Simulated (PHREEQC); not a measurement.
0.098 g of hydrous ferric oxide (600 m²/g; 0.2 weak and 0.005 strong sites per Fe, Dzombak-Morel constants, diffuse double layer) in 1 kg of water with 0.3 mol/kgw of an inert sodium salt, at 25 °C; the pH is set by adding NaOH or the inert anion's acid. O2 is buffered at 0.21 atm. CO2 from the air is kept out. Nothing may precipitate in this run.

Base run: PHREEQC, ion-association model, wateq4f.dat. Each further column changes one thing. The table gives surface charge σ (C/m²).

| pH | base | background salt from 0.3 to 0.03 mol/kgw | oxide from 0.098 to 0.49 g/kgw | 0.00017 mol/kgw H3BO3 added |
|---|---|---|---|---|
| 3 | 0.368 | 0.350 | 0.368 | 0.368 |
| 3.38 | 0.365 | 0.329 | 0.365 | 0.365 |
| 4.12 | 0.343 | 0.257 | 0.343 | 0.343 |
| 4.5 | 0.318 | 0.213 | 0.318 | 0.318 |
| 5.25 | 0.240 | 0.133 | 0.240 | 0.240 |
| 5.62 | 0.196 | 0.101 | 0.196 | 0.196 |
| 6.38 | 0.116 | 0.053 | 0.116 | 0.116 |
| 6.75 | 0.085 | 0.037 | 0.085 | 0.085 |
| 7.5 | 0.034 | 0.014 | 0.034 | 0.034 |
| 7.88 | 0.012 | 0.005 | 0.012 | 0.012 |
| 8.62 | -0.028 | -0.011 | -0.028 | -0.028 |
| 9 | -0.051 | -0.021 | -0.051 | -0.051 |

The oxide is taken as insoluble; below pH 4 it would dissolve.
